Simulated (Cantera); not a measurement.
Source: NASA polynomial tables (part measured, part estimated), evaluated in Cantera. Values are per mole of reaction as written; species without (g) are pure solids or liquids, kept so even where they would boil at 1 bar.

Q: Between 300 and 700 K, where is each reaction favourable under standard conditions?
- 2 S + Fe = FeS2

A: 
- 2 S + Fe = FeS2: ΔG° is -160 kJ at 300 K and -137 kJ at 700 K; it stays negative (K > 1). ΔH° is -186 kJ and ΔS° -71 J/K at 700 K.
